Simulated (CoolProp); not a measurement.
Vapour-liquid equilibrium of o-xylene (1) + n-nonane (2) at 0.0162 bar; x and y are mole fractions of (1).

Computed with CoolProp (multi-fluid Helmholtz-energy mixture model, Zhou 2012 and Lemmon 2006; pair parameters Bell 2016).

Question: Give the bubble temperature and the first vapour's composition at x = 0.125, 0.575, 0.725. Is there an azeotrope?

Answer: x = 0.125: 313.8 K, y = 0.205; x = 0.575: 309.9 K, y = 0.661; x = 0.725: 309.2 K, y = 0.773. No azeotrope shows between x = 0.05 and 0.95.

Pair parameters are fitted to limited data, so mixtures are less certain than the pure fluids.
